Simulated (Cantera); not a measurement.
Feed: 1 mol CS2, 3.2 mol O2, 0.0089 mol SO2, equilibrated at 2400 K and 0.100 bar.

Equilibrium computed with Cantera from the NASA thermochemical tables; the gas is ideal and each condensed phase is pure. Candidate condensed phases: C, S; 22 gas species. Equilibrium is a limit: real reactors are often held back by kinetics, nucleation or transport.

Base state: SO2 0.582, CO2 0.245, O2 0.0920, CO 0.0542, SO 0.0185, O 0.00832, S 0.000155, SO3 0.000124 (mole fractions); condensed: gas only.

What changes in the equilibrium state with this change: temperature from 2400 K to 3273.15 K?


```csv
species,before,after
O,0.00832,0.302
SO,0.0185,0.194
CO,0.0542,0.167
SO2,0.582,0.128
CO2,0.245,0.0229
S,0.000155,0.0571
O2,0.0920,0.127
S2,2.99e-6,0.00118
S2O,1.35e-6,5.14e-5
SO3,0.000124,9.55e-6
```

What changes in the equilibrium state with this change: O2 from 3.2 to 0.024 mol?


```json
[
 {"species": "CS", "before": "<1e-9", "after": "0.407"},
 {"species": "CS2", "before": "<1e-9", "after": "0.270"},
 {"species": "S2", "before": "2.99e-6", "after": "0.233"},
 {"species": "SO2", "before": "0.582", "after": "<1e-9"},
 {"species": "O2", "before": "0.0920", "after": "<1e-9"},
 {"species": "CO2", "before": "0.245", "after": "3.90e-9"},
 {"species": "SO", "before": "0.0185", "after": "9.35e-8"},
 {"species": "S", "before": "0.000155", "after": "0.0432"},
 {"species": "CO", "before": "0.0542", "after": "0.0476"},
 {"species": "O", "before": "0.00832", "after": "<1e-9"},
 {"species": "SO3", "before": "0.000124", "after": "<1e-9"}
]
```

What changes in the equilibrium state with this change: temperature from 2400 K to 2173 K?


| species | before | after |
|---|---|---|
| SO2 | 0.582 | 0.614 |
| CO2 | 0.245 | 0.291 |
| O2 | 0.0920 | 0.0714 |
| CO | 0.0542 | 0.0172 |
| SO | 0.0185 | 0.00457 |
| S | 0.000155 | 1.01e-5 |
| O | 0.00832 | 0.00192 |
| SO3 | 0.000124 | 0.000187 |
